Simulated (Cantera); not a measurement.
A perfectly stirred reactor is fed with 12.3 % CO, 1.85 % H₂, 0.741 % CH₄, 17.9 % O₂, 67.2 % N₂, at 0.523 atm; it is adiabatic with a 473 K inlet, and is followed from long to short residence time, starting on the burning branch (τ in s: 0.39, 0.14, 0.048, 0.017, 0.0059, 0.0021, 0.00074, 0.00026, 9.1e-05, 3.2e-05, 1.1e-05, 4e-06).

Computed with Cantera and GRI-Mech 3.0 (53 species, 325 reactions).

Q: Predict: blow-out, bracketed by the residence times tried; x(CO) at τ = 0.390 s; x(H₂) at τ = 0.390 s; x(CH₄) at τ = 0.390 s; x(NO₂) at τ = 0.390 s; x(H) at τ = 0.390 s; x(CO) at τ = 0.740 ms; x(H₂) at τ = 0.740 ms; x(CH₄) at τ = 0.740 ms; x(NO₂) at τ = 0.740 ms; x(H) at τ = 0.740 ms.

A: 
- blow-out, bracketed by the residence times tried = burning at 0.740 ms, out at 0.260 ms
- x(CO) at τ = 0.390 s = 0.00122
- x(H₂) at τ = 0.390 s = 7.04e-5
- x(CH₄) at τ = 0.390 s = 5.45e-7
- x(NO₂) at τ = 0.390 s = 9.84e-8
- x(H) at τ = 0.390 s = 3.39e-5
- x(CO) at τ = 0.740 ms = 0.0431
- x(H₂) at τ = 0.740 ms = 0.00169
- x(CH₄) at τ = 0.740 ms = 7.27e-5
- x(NO₂) at τ = 0.740 ms = 3.53e-9
- x(H) at τ = 0.740 ms = 0.00443
